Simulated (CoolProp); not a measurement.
A Linde-Hampson liquefier for oxygen: isothermal reversible compression at 290 K from 1 atm to 30 MPa, throttling to 1 atm, return gas leaving the recuperator 0 K below the feed. Each further row changes one setting.

Values from CoolProp's reference Helmholtz-energy equation of state, Schmidt 1985.

| case | liquid yield per pass | compression work (kJ/kg of gas) |
|---|---|---|
| as stated | [?] | 419 |
| high pressure 60 MPa | [?] | [?] |
| warm-end temperature 320 K | [?] | 468 |
| warm-end gap 5 K | [?] | 419 |

### Question
Fill in the missing entries.

### Answer

- as stated, liquid yield per pass: 0.151
- high pressure 60 MPa, liquid yield per pass: 0.178
- high pressure 60 MPa, compression work (kJ/kg of gas): 476
- warm-end temperature 320 K, liquid yield per pass: 0.115
- warm-end gap 5 K, liquid yield per pass: 0.141

Above 300 K oxygen's equation is extrapolated.
